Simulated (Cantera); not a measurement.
Input: 1 mol Hg, 0.11 mol N₂, held at 777 °C and 0.420 bar.

Method: chemical equilibrium by Gibbs-energy minimisation in Cantera with the NASA 1993 tables (ideal gas, pure condensed phases). Candidate condensed phases: Hg; 3 gas species. Equilibrium is a limit: real reactors are often held back by kinetics, nucleation or transport.

Base state: Hg 0.901, N₂ 0.0991 (mole fractions); condensed: gas only.

Question: What changes in the equilibrium state with this change: Hg replaced by PbO?

Answer: 
| species | before | after |
|---|---|---|
| N₂ | 0.0991 | 1.000 |
| Hg | 0.901 | 0 |
| PbO(yellow), mol | 0 | 1.00 |
Further candidate phases: Pb, PbO, PbO₂, Pb₃O₄.
